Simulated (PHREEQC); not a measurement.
Dissolve 0.012 mol HF, 0.048 mol NH4F, 5.6e-07 mol H4SiO4 and 0.001 mol H2SO4 per kg of water at 54 °C. Closed to the air; pH follows from the charge balance.

Equilibrium calculation in PHREEQC: ion-association model, wateq4f.dat.

### Question
The ionic strength comes out as 0.0487 mol/kgw. What activity coefficients do NH4SO4-, NH4+, HSO4-, SO4-2, HF2- get?

### Answer
NH4SO4- 0.82, NH4+ 0.81, HSO4- 0.81, SO4-2 0.45, HF2- 0.80.

Precipitation was switched off in this run. Away from 25 °C the constants follow the database's enthalpies or fits; those with neither stay at their 25 °C values. SiF6-2 is the database's only silicon fluoride.
